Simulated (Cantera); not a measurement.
Input: 1 mol Si, 0.25 mol N₂O, 56 mol H₂, equilibrated at 1175 °C and 340 Pa.

These are equilibrium values from Cantera (NASA tables, ideal gas, pure condensed phases), not measurements of a reactor. Candidate condensed phases: H₂O, Si, SiO₂, Si₂N₂O, Si₃N₄; 35 gas species. Mutual solubility and eutectic melting of coexisting phases are not modelled. Kinetics and transport are ignored.

Base state: H₂ 0.999, N₂ 0.000578, SiO 0.000578, H 0.000158 (mole fractions); condensed: Si(s) + Si₂N₂O(s).

Question: What changes in the equilibrium state with this change: temperature from 1175 °C to 1375 °C?

Answer: 
| species | before | after |
|---|---|---|
| H₂ | 0.999 | 0.990 |
| SiO | 0.000578 | 0.00442 |
| N₂ | 0.000578 | 0.00442 |
| Si | 8.63e-7 | 7.60e-5 |
| H | 0.000158 | 0.00152 |
| Si(s), mol | 0.532 | 0.745 |
| Si₂N₂O(s), mol | 0.218 | 0 |
